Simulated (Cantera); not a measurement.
A perfectly stirred reactor is fed with CH₄ : O₂ : N₂ = 1 : 1.33 : 4.13 (molar parts), at 0.220 bar; it is adiabatic with a 500 K inlet, and is followed from long to short residence time, starting on the burning branch (τ in s: 0.3, 0.12, 0.049, 0.02, 0.0081, 0.0033, 0.0013, 0.00054, 0.00022, 9e-05, 3.6e-05, 1.5e-05, 6e-06).

Computed with Cantera and GRI-Mech 3.0 (53 species, 325 reactions).

### Question
Predict: blow-out, bracketed by the residence times tried; x(CH₄) at τ = 0.300 s; x(O₂) at τ = 0.300 s; x(H₂O₂) at τ = 0.300 s; x(HO₂) at τ = 0.300 s; x(HCO) at τ = 0.300 s; x(CH₄) at τ = 1.30 ms; x(O₂) at τ = 1.30 ms; x(H₂O₂) at τ = 1.30 ms; x(HO₂) at τ = 1.30 ms; x(HCO) at τ = 1.30 ms.

### Answer
* **blow-out, bracketed by the residence times tried**: burning at 0.540 ms, out at 0.220 ms
* **x(CH₄) at τ = 0.300 s**: 1.70e-5
* **x(O₂) at τ = 0.300 s**: 8.96e-5
* **x(H₂O₂) at τ = 0.300 s**: 3.09e-9
* **x(HO₂) at τ = 0.300 s**: 1.57e-8
* **x(HCO) at τ = 0.300 s**: 9.58e-8
* **x(CH₄) at τ = 1.30 ms**: 0.00126
* **x(O₂) at τ = 1.30 ms**: 0.00456
* **x(H₂O₂) at τ = 1.30 ms**: 4.44e-8
* **x(HO₂) at τ = 1.30 ms**: 9.87e-7
* **x(HCO) at τ = 1.30 ms**: 1.16e-5
